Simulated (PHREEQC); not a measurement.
Consider water at 55 °C with 13 mmol/kgw HNO3 and 140 mmol/kgw MnSO4. Closed to the air; pH follows from the charge balance.

Equilibrium calculation in PHREEQC: ion-association model, phreeqc.dat.

### Question
The ionic strength comes out as 0.257 mol/kgw. What activity coefficients do NO3-, SO4-2, H+, HSO4-, Mn+2 get?

### Answer
NO3- 0.66, SO4-2 0.25, H+ 0.78, HSO4- 0.72, Mn+2 0.29.

Precipitation was switched off in this run. Complexes and solids missing from the database can't appear. At this temperature some constants are extrapolated from 25 °C, and those without enthalpy data are left unchanged.
